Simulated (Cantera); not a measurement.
An isothermal, constant-pressure homogeneous reactor starts with 58.1 % CH4, 34.9 % CO2, 6.98 % H2, at 1400 K and 160000 Pa.

Detailed kinetics in Cantera: GRI-Mech 3.0 (53 species, 325 reactions). GRI-Mech 3.0 stops at C3 and has no aromatics, soot or wall deposition, so with more carbon than oxygen in the feed, carbon stays in small species such as C2H2 where larger ones or solid carbon would form.

x: mole fraction; the columns are a selection and need not sum to one.

```csv
t (s),x CH4,x CO2,x H2,x C2H,x CH2CO,x H
5.00e-6,0.581,0.349,0.0698,<1e-12,<1e-12,7.07e-9
2.73e-5,0.581,0.349,0.0698,<1e-12,<1e-12,2.12e-8
0.000150,0.581,0.349,0.0698,<1e-12,<1e-12,9.04e-8
0.000818,0.581,0.349,0.0698,<1e-12,1.58e-12,1.83e-7
0.00447,0.581,0.349,0.0700,<1e-12,8.80e-11,2.25e-7
0.0245,0.578,0.348,0.0715,<1e-12,…,…
0.134,0.560,0.342,0.0835,1.35e-11,8.18e-8,3.93e-7
0.731,0.473,0.304,0.141,1.23e-10,1.20e-6,6.42e-7
4.00,…,…,…,4.78e-10,…,…
```

Some entries are withheld; supply them.


- 0.0245, x CH2CO: 3.89e-9
- 0.0245, x H: 3.20e-7
- 4.00, x CH4: 0.252
- 4.00, x CO2: 0.145
- 4.00, x H2: 0.223
- 4.00, x CH2CO: 1.16e-5
- 4.00, x H: 1.33e-6
